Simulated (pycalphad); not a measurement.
Source of the numbers: pycalphad with the COST 507 light-alloy database (1999); pressure 1 atm. The database dates from 1999; later assessments differ in places, in temperatures and in the compounds included.

Problem. How does the equilibrium phase assembly of Al-68.7Si (at.%) change on cooling from 2350 K to 510 K?

Solution. 
```csv
T (K),phases above,phases below
1503.7,LIQUID,DIAMOND_A4 + LIQUID
850.1,DIAMOND_A4 + LIQUID,DIAMOND_A4 + FCC_A1
```
Changes were sought between steps of 40 K, so a narrower field can be missed.

FCC_A1 is fcc; DIAMOND_A4 is diamond (Si).
